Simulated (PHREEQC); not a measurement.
Dissolve 0.11 mol/kgw CuSO4, 0.18 mol/kgw ZnCl2 and 0.011 mol/kgw HCl at 25 °C. It is in equilibrium with CO2 at log p = 0 (atm). Otherwise closed; pH follows from the charge balance.

Equilibrium calculation in PHREEQC: ion-association model, wateq4f.dat.

This is a speciation only: nothing precipitates in the calculation.

Problem. Order these Cl species by the share of Cl that they hold, largest first: ZnCl3-, ZnCl2, CuCl+, Cl-, ZnCl+.

Solution. Cl- (87 %), ZnCl+ (6.0 %), CuCl+ (4.0 %), ZnCl2 (1.4 %), ZnCl3- (0.86 %)

The pH is 2.32 and the ionic strength 0.644 mol/kgw.
